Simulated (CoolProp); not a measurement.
Vapour-liquid equilibrium of n-hexane (1) + ethylbenzene (2) at 0.0445 MPa; x and y are mole fractions of (1).

Model: multi-fluid Helmholtz-energy mixture model, Thol 2019 and Zhou 2012; pair parameters Bell 2016, in CoolProp.

Problem. Give the bubble temperature and the first vapour's composition at x = 0.15, 0.35, 0.75. Is there an azeotrope?

Solution. x = 0.15: 82.3 °C, y = 0.641; x = 0.35: 66.2 °C, y = 0.848; x = 0.75: 51.0 °C, y = 0.964. No azeotrope shows between x = 0.05 and 0.95.

The pair parameters rest on a limited set of measurements; away from them the model extrapolates.
